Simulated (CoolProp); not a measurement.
Computed with CoolProp (reference Helmholtz-energy equation of state, Span 2000).

Problem. For nitrogen, give the phase and the Z, cp (kJ/(kg K)), cv (kJ/(kg K)), speed of sound (m/s) at 231.6 K and 34 MPa.

Solution. 
- 231.6 K and 34 MPa: supercritical; Z 1.16, cp 1.55, cv 0.829, speed of sound 520
